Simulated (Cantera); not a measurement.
An isothermal, constant-pressure homogeneous reactor starts with C2H6 : N2 = 1 : 130 (molar parts), at 1000 K and 13300 Pa. Integrator tolerance rtol = 1e-08.

Model: GRI-Mech 3.0 (53 species, 325 reactions), integrated in Cantera. GRI-Mech 3.0 stops at C3 and has no aromatics, soot or wall deposition, so with more carbon than oxygen in the feed, carbon stays in small species such as C2H2 where larger ones or solid carbon would form.

Task: What does this change do: pressure from 13300 Pa to 1200 Pa?

Result: 
```tsv
quantity	before	after
x(C2H6) at 10.0 s	0.00143 (gas-phase equilibrium 8.35e-7)	0.00562 (gas-phase equilibrium 4.61e-8)
x(CH4) at 10.0 s	0.000241 (gas-phase equilibrium 0.00553)	9.62e-5 (gas-phase equilibrium 0.00179)
x(C2H2) at 10.0 s	0.000402 (gas-phase equilibrium 0.000818)	2.76e-5 (gas-phase equilibrium 0.00155)
x(HCN) at 10.0 s	<1e-12 (gas-phase equilibrium 0.00723)	4.45e-12 (gas-phase equilibrium 0.00994)
x(CH2) at 10.0 s	<1e-12 (gas-phase equilibrium <1e-12)	1.42e-11 (gas-phase equilibrium <1e-12)
```
Radical loss at walls, strong at low pressure, is not modelled.

Task: What does this change do: N2 130 to 30 parts?

Result: 
```csv
quantity,before,after
x(C2H6) at 10.0 s,0.00143 (gas-phase equilibrium 8.35e-7),0.00486 (gas-phase equilibrium 1.46e-5)
x(CH4) at 10.0 s,0.000241 (gas-phase equilibrium 0.00553),0.00122 (gas-phase equilibrium 0.0315)
x(C2H2) at 10.0 s,0.000402 (gas-phase equilibrium 0.000818),0.00117 (gas-phase equilibrium 0.00418)
x(HCN) at 10.0 s,<1e-12 (gas-phase equilibrium 0.00723),<1e-12 (gas-phase equilibrium 0.0160)
x(CH2) at 10.0 s,<1e-12 (gas-phase equilibrium <1e-12),<1e-12 (gas-phase equilibrium <1e-12)
```
